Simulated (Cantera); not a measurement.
A freely propagating, adiabatic, planar premixed flame of 23.0 % H2, 13.5 % O2, 63.5 % N2, equivalence ratio 0.85, unburnt at 450 K and 2.07 atm; mixture-averaged transport, grid criteria slope 0.08 and curve 0.16, no radiation.

Model: the H2/O2 subset of GRI-Mech 3.0, which has no nitrogen chemistry, integrated in Cantera. The hydrogen kinetics of GRI-Mech 3.0 are dated; newer H2 mechanisms differ, most at raised pressure. Burning velocities carry a grid error of a few per cent, more on coarse grids.

x: mole fraction of selected species; z is measured from the peak of heat release.

```csv
z (mm),T (K),u (m/s),x H2,x O2,x H2O2,x O,x H2O,x OH
-0.504,450,2.49,0.230,0.135,<1e-8,<1e-8,<1e-8,<1e-8
-0.336,450,2.49,0.230,0.135,<1e-8,<1e-8,1.30e-7,<1e-8
-0.252,450,2.49,0.229,0.135,<1e-8,<1e-8,1.41e-6,<1e-8
-0.168,451,2.49,0.226,0.136,1.76e-7,3.57e-8,2.94e-5,<1e-8
-0.0840,505,2.71,0.203,0.138,2.79e-5,4.51e-6,0.00345,2.24e-5
-0.0420,786,4.09,0.158,0.130,6.84e-5,0.000198,0.0336,0.000701
0,…,6.06,…,…,…,…,…,…
0.0420,1481,7.47,0.0469,0.0620,5.38e-6,0.00539,0.168,0.00547
0.0840,1641,8.25,0.0266,0.0431,3.03e-6,0.00652,0.200,0.00831
0.168,1799,8.99,0.0175,0.0337,1.56e-6,0.00563,0.218,0.0101
0.336,1933,9.59,0.0127,0.0298,8.54e-7,0.00362,0.230,0.00982
0.672,2030,10.0,0.00780,0.0272,5.26e-7,0.00196,0.240,0.00820
1.34,2091,10.3,…,0.0258,…,…,0.247,…
```

### Question
What belongs in the gaps?

### Answer

- 0, T (K): 1192
- 0, x H2: 0.0962
- 0, x O2: 0.0996
- 0, x H2O2: 1.92e-5
- 0, x O: 0.00219
- 0, x H2O: 0.102
- 0, x OH: 0.00207
- 1.34, x H2: 0.00397
- 1.34, x H2O2: 3.36e-7
- 1.34, x O: 0.000922
- 1.34, x OH: 0.00608
